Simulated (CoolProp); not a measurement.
R123 at 420.09 K and 1.61 MPa is throttled through a valve to 0.982 MPa with no heat exchange. Each further row changes one setting.

Computed with CoolProp (reference Helmholtz-energy equation of state, Younglove 1994). It is a modified Benedict-Webb-Rubin equation, recast in Helmholtz form.

```csv
case,temperature change (K),final density (kg/m³)
as stated,___,___
outlet pressure 0.295 MPa,___,___
outlet pressure 1.28 MPa,___,___
```

Fill in the missing entries.


- as stated, temperature change (K): -10.8
- as stated, final density (kg/m³): 52.2
- outlet pressure 0.295 MPa, temperature change (K): -21.8
- outlet pressure 0.295 MPa, final density (kg/m³): 14.3
- outlet pressure 1.28 MPa, temperature change (K): -5.8
- outlet pressure 1.28 MPa, final density (kg/m³): 71.1
